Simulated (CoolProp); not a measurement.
R1336mzz(E) at 335.99 K and 0.0563 MPa is throttled through a valve to 0.0105 MPa with no heat exchange. Each further row changes one setting.

Computed with CoolProp (reference Helmholtz-energy equation of state, Akasaka 2023).

```
case                         temperature change (K)  final density (kg/m³)
---------------------------  ----------------------  ---------------------
as stated                                       [?]                  0.620
outlet pressure 0.00315 MPa                     [?]                    [?]
outlet pressure 0.0137 MPa                      [?]                    [?]
```

### Question
Complete the blanks.

### Answer

- as stated, temperature change (K): -0.8
- outlet pressure 0.00315 MPa, temperature change (K): -0.9
- outlet pressure 0.00315 MPa, final density (kg/m³): 0.186
- outlet pressure 0.0137 MPa, temperature change (K): -0.7
- outlet pressure 0.0137 MPa, final density (kg/m³): 0.809
